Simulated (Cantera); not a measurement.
Input: 1 mol PbF₂, 3.8 mol H₂, 150 mol N₂, at 480 Pa.

Equilibrium computed with Cantera from the NASA thermochemical tables; the gas is ideal and each condensed phase is pure. Candidate condensed phases: Pb, PbF₂; 26 gas species. Equilibrium is a limit: real reactors are often held back by kinetics, nucleation or transport.

x: gas mole fraction; n: condensed amount in mol.

```json
[
 {"T (K)": "850", "x N₂": "0.969", "x H₂": "0.0181", "x HF": "0.0129", "x Pb": "6.63e-5", "n Pb(l)": "0.990"},
 {"T (K)": "900", "x N₂": "0.969", "x H₂": "0.0181", "x HF": "0.0129", "x Pb": "?", "n Pb(l)": "0.956"},
 {"T (K)": "950", "x N₂": "0.968", "x H₂": "0.0181", "x HF": "0.0129", "x Pb": "?", "n Pb(l)": "?"},
 {"T (K)": "1000", "x N₂": "0.966", "x H₂": "0.0180", "x HF": "0.0129", "x Pb": "0.00337", "n Pb(l)": "0.476"},
 {"T (K)": "1050", "x N₂": "0.963", "x H₂": "0.0180", "x HF": "0.0128", "x Pb": "0.00642", "n Pb(l)": "0"},
 {"T (K)": "1100", "x N₂": "0.963", "x H₂": "0.0180", "x HF": "0.0128", "x Pb": "0.00642", "n Pb(l)": "0"},
 {"T (K)": "1150", "x N₂": "0.963", "x H₂": "0.0180", "x HF": "0.0128", "x Pb": "0.00642", "n Pb(l)": "0"},
 {"T (K)": "1200", "x N₂": "0.963", "x H₂": "0.0180", "x HF": "0.0128", "x Pb": "0.00642", "n Pb(l)": "0"}
]
```

Problem. Some entries are withheld; supply them.

Solution. 
- 900, x Pb: 0.000285
- 950, x Pb: 0.00105
- 950, n Pb(l): 0.838
